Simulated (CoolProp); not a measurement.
A single-stage vapour-compression cycle with sulfur dioxide: evaporating at 235.15 K (dew point), condensing at 296.15 K (bubble point), superheat 5 K, subcooling 8 K, compressor efficiency 0.6, no pressure losses. Each further row changes one setting.

Model: reference Helmholtz-energy equation of state, Gao 2016, in CoolProp.

```tsv
case	cooling COP	pressure ratio	discharge temperature (K)	refrigerating effect (kJ/kg)	volumetric capacity (kJ/m³)
as stated	?	15.1	522.7	344	271
evaporating temperature 240.15 K	2.09	?	496.7	?	356
condensing temperature 291.15 K	?	?	501.8	351	276
subcooling 13 K	1.87	15.1	522.7	351	276
```

### Question
Complete the blanks.

### Answer

- as stated, cooling COP: 1.83
- evaporating temperature 240.15 K, pressure ratio: 11.4
- evaporating temperature 240.15 K, refrigerating effect (kJ/kg): 347
- condensing temperature 291.15 K, cooling COP: 2.04
- condensing temperature 291.15 K, pressure ratio: 12.7
